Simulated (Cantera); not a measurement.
**Stirred combustor or abatement burner**

A perfectly stirred reactor is fed with CH3OH : O2 : N2 = 1 : 1.67 : 14.3 (molar parts), equivalence ratio 0.90, at 3.45 atm; it is adiabatic with a 350 K inlet, and is followed from long to short residence time, starting on the burning branch (τ in s: 0.13, 0.036, 0.0097, 0.0026, 0.00071, 0.00019, 5.2e-05, 1.4e-05, 3.8e-06).

Model: GRI-Mech 3.0 (53 species, 325 reactions), integrated in Cantera. GRI-Mech 3.0 was tuned for natural gas; its chemistry of methanol as a main component is partial and can be far from experiment.

| τ (s) | T (K) | x CH3OH | x O2 | x CH2 | x HCN | x CO2 | x O | x CH2O |
|---|---|---|---|---|---|---|---|---|
| 0.13 | 1478 | 5.97e-6 | 0.00994 | 1.52e-10 | 4.86e-11 | 0.0568 | 1.19e-5 | 3.51e-6 |
| 0.036 | 1472 | 1.39e-5 | 0.0103 | 8.74e-10 | 2.02e-10 | 0.0563 | 2.66e-5 | 8.35e-6 |
| 0.0097 | 1458 | 3.26e-5 | 0.0111 | 6.32e-9 | 1.30e-9 | 0.0549 | 5.76e-5 | 2.02e-5 |
| 0.0026 | 1421 | 9.14e-5 | 0.0135 | 3.62e-8 | 6.75e-9 | 0.0509 | 9.99e-5 | 5.73e-5 |
| 0.00071 | 350 | 0.0589 | 0.0984 | <1e-12 | <1e-12 | <1e-12 | <1e-12 | <1e-12 |
| 0.00019 | 350 | 0.0589 | 0.0984 | <1e-12 | <1e-12 | <1e-12 | <1e-12 | <1e-12 |
| 5.2e-5 | 350 | 0.0589 | 0.0984 | <1e-12 | <1e-12 | <1e-12 | <1e-12 | <1e-12 |
| 1.4e-5 | 350 | 0.0589 | 0.0984 | <1e-12 | <1e-12 | <1e-12 | <1e-12 | <1e-12 |
| 3.8e-6 | 350 | 0.0589 | 0.0984 | <1e-12 | <1e-12 | <1e-12 | <1e-12 | <1e-12 |
x: mole fraction; the columns are a selection and need not sum to one.
